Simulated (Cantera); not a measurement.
Feed: 1 mol Si₃N₄, 0.15 mol H₂, 0.35 mol C, equilibrated at 100 Torr.

Method: chemical equilibrium by Gibbs-energy minimisation in Cantera with the NASA 1993 tables (ideal gas, pure condensed phases). Candidate condensed phases: C, C₆H₆, C₇H₈, C₈H₁₈, Si, SiC, Si₃N₄; 105 gas species. Mutual solubility and eutectic melting of coexisting phases are not modelled. The tables' values for SiN are old estimates; treat these amounts as uncertain. Gases not in the tables: Si₂H₆ and higher silanes. The numbers say what is thermodynamically allowed, not how fast it happens.

x: gas mole fraction; n: condensed amount in mol.

```
T (°C)   x N₂    x Si    x H₂   x Si₂C     x H     x Si₂    x SiC₂  n Si(l)  n SiC(s)
------  -----  ------  ------  -------  ------  --------  --------  -------  --------
2127    0.905  0.0163  0.0610  0.00178  0.0108  0.000373  0.000110     2.61     0.340
2177    0.894  0.0243  0.0585  0.00305  0.0133  0.000602  0.000246     2.59     0.334
2227    0.879  0.0356  0.0554  0.00509  0.0162  0.000951  0.000530     2.55     0.326
2277    0.857  0.0514  0.0517  0.00834  0.0194   0.00147   0.00111     2.50     0.313
2327    0.827  0.0731  0.0472   0.0134  0.0228   0.00225   0.00225     2.43     0.292
2377    0.786   0.103  0.0418   0.0211  0.0263   0.00337   0.00445     2.32     0.255
2427    0.730   0.142  0.0356   0.0326  0.0294   0.00497   0.00857     2.16     0.192
2477    0.653   0.194  0.0284   0.0496  0.0316   0.00724    0.0161      [?]    0.0748
2527    0.574   0.263  0.0223   0.0582  0.0335    0.0104    0.0181      [?]         0
2577    0.493   0.352  0.0168   0.0554  0.0345    0.0147    0.0135      [?]         0
2627    0.408   0.449  0.0115   0.0493  0.0338    0.0190   0.00997      [?]         0
```

Question: What belongs in the gaps?

Answer: 
- 2477, n Si(l): 1.90
- 2527, n Si(l): 1.49
- 2577, n Si(l): 0.881
- 2627, n Si(l): 0
